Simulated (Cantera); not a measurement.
Mixture: CH₄ : C₂H₆ : O₂ : N₂ : CO₂ = 1 : 0.1 : 1.57 : 5.89 : 1.2 (molar parts), at 1.01 bar, adiabatic and at constant pressure. Ignition delay is the time to a rise of 400 K.

Cantera simulation using GRI-Mech 3.0 (53 species, 325 reactions); the numbers are that mechanism's predictions, not measurements.

### Question
Predict: delay at 1123 K; delay at 1173 K; delay at 1223 K; delay at 1273 K; delay at 1323 K; delay at 1373 K; apparent activation energy between 1273 and 1373 K.

### Answer
| Item | Result |
|---|---|
| delay at 1123 K | 19.6 ms |
| delay at 1173 K | 11.0 ms |
| delay at 1223 K | 6.38 ms |
| delay at 1273 K | 3.79 ms |
| delay at 1323 K | 2.27 ms |
| delay at 1373 K | 1.37 ms |
| apparent activation energy between 1273 and 1373 K | 150 kJ/mol |
